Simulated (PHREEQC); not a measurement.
Solution (20 °C): 4.9 mmol/kgw (NH4)2SiF6 and 67 mmol/kgw (NH4)2SO4. Closed to the air; pH follows from the charge balance.

Computed with PHREEQC (ion-association model, wateq4f.dat).

Each row changes one thing in this solution. Precipitation was switched off in this run.

| case | pH | ionic strength (mol/kgw) | NH4+ (mol/kgw) | SO4-2 (mol/kgw) | NH4SO4- (mol/kgw) | F- (mol/kgw) |
|---|---|---|---|---|---|---|
| as made | 3.36 | 0.171 | 0.122 | 0.0444 | 0.0219 | 0.00238 |
| diluted 10-fold with water | 3.35 | 0.0204 | 0.0138 | [?] | [?] | [?] |
| (NH4)2SiF6 replaced by LiF at the same molality | 5.68 | 0.163 | 0.113 | 0.0456 | [?] | 0.00489 |
| temperature from 20 to 70 °C | 3.50 | 0.173 | 0.124 | 0.0452 | 0.0202 | 0.00489 |
| temperature from 20 to 80 °C | 3.56 | 0.173 | 0.124 | 0.0453 | 0.0198 | 0.00567 |

Task: Fill in the missing entries.

Result: 
- diluted 10-fold with water, SO4-2 (mol/kgw): 0.00593
- diluted 10-fold with water, NH4SO4- (mol/kgw): 0.000611
- diluted 10-fold with water, F- (mol/kgw): 0.00135
- (NH4)2SiF6 replaced by LiF at the same molality, NH4SO4- (mol/kgw): 0.0211

Some of these states are supersaturated (in Quartz (slow to form), Chalcedony (slow to form), for instance). At this temperature some constants are extrapolated from 25 °C, and those without enthalpy data are left unchanged. SiF6-2 is the database's only silicon fluoride.
